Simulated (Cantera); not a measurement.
A perfectly stirred reactor is fed with NO : N₂ = 1 : 0.84 (molar parts), at 0.503 atm; it is held at 1723 K, and followed from long to short residence time.

Computed with Cantera and GRI-Mech 3.0 (53 species, 325 reactions).

Question: What does this change do: temperature 1723 to 2198 K?

Answer: 
```
quantity                 before     after
---------------------  --------  --------
x(NO) at τ = 1.20 s       0.506    0.0824
x(NO₂) at τ = 1.20 s   0.000347   7.85e-5
x(O₂) at τ = 1.20 s      0.0185     0.229
x(N₂) at τ = 1.20 s       0.475     0.686
x(O) at τ = 1.20 s      1.27e-5   0.00181
x(NO) at τ = 15.0 ms      0.543     0.509
x(NO₂) at τ = 15.0 ms  0.000132  0.000160
x(O₂) at τ = 15.0 ms   0.000152    0.0167
x(N₂) at τ = 15.0 ms      0.457     0.474
x(O) at τ = 15.0 ms     5.12e-6  0.000656
```

Question: What does this change do: NO 1 to 0.29 parts?

Answer: 
```csv
quantity,before,after
x(NO) at τ = 1.20 s,0.506,0.247
x(NO₂) at τ = 1.20 s,0.000347,9.27e-5
x(O₂) at τ = 1.20 s,0.0185,0.00447
x(N₂) at τ = 1.20 s,0.475,0.748
x(O) at τ = 1.20 s,1.27e-5,6.88e-6
x(NO) at τ = 15.0 ms,0.543,0.256
x(NO₂) at τ = 15.0 ms,0.000132,3.90e-5
x(O₂) at τ = 15.0 ms,0.000152,2.86e-5
x(N₂) at τ = 15.0 ms,0.457,0.743
x(O) at τ = 15.0 ms,5.12e-6,3.10e-6
```
